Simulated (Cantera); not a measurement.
Charge: 1 mol SiCl4, a varied amount of N2, equilibrated at 1923 K and 9.00 Pa.

Method: chemical equilibrium by Gibbs-energy minimisation in Cantera with the NASA 1993 tables (ideal gas, pure condensed phases). Candidate condensed phases: Si, Si3N4; 13 gas species. The tables' values for SiCl3, SiCl are old estimates; treat these amounts as uncertain. Equilibrium is a limit: real reactors are often held back by kinetics, nucleation or transport.

x: gas mole fraction; nothing condenses.

```csv
n(N2) (mol),x N2,x Cl,x SiCl2,x Si,x SiCl3
5.1,0.629,0.248,0.120,0.000782,0.00115
6.5,0.683,?,?,?,0.000839
8.3,0.733,0.179,0.0855,0.00107,0.000593
11,0.783,0.146,0.0685,0.00129,0.000386
14,0.820,?,?,?,0.000261
17,0.846,0.104,0.0469,0.00174,0.000188
22,0.876,0.0846,0.0367,0.00205,0.000120
28,0.898,0.0697,0.0287,0.00236,7.75e-5
36,0.917,0.0571,0.0219,0.00268,4.84e-5
46,0.933,0.0472,0.0165,0.00296,3.02e-5
```

### Question
Complete the blanks.

### Answer

- 6.5, x Cl: 0.212
- 6.5, x SiCl2: 0.102
- 6.5, x Si: 0.000909
- 14, x Cl: 0.121
- 14, x SiCl2: 0.0558
- 14, x Si: 0.00152
